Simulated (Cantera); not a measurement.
A closed system holds: 1 mol SO2, equilibrated at 2525 K and 2.80e7 Pa.

Cantera equilibrium calculation (NASA polynomials, part measured and part estimated; ideal gas, pure solids and liquids). Candidate condensed phases: S; 10 gas species. The ideal-gas law is rough above about 30 bar. Rates play no part.

Base state: SO2 0.988, SO 0.00709, O2 0.00286, SO3 0.00156, O 5.24e-5, S2O 5.07e-5, S2 1.90e-5, S 1.27e-5 (mole fractions); condensed: gas only.

**Question.** What changes in the equilibrium state with this change: temperature from 2525 K to 723 K?

**Answer.** 
```csv
species,before,after
SO2,0.988,1.000
SO3,0.00156,5.56e-7
S2O,5.07e-5,1.78e-7
SO,0.00709,<1e-9
O2,0.00286,<1e-9
O,5.24e-5,<1e-9
S,1.27e-5,<1e-9
S2,1.90e-5,5.32e-9
```
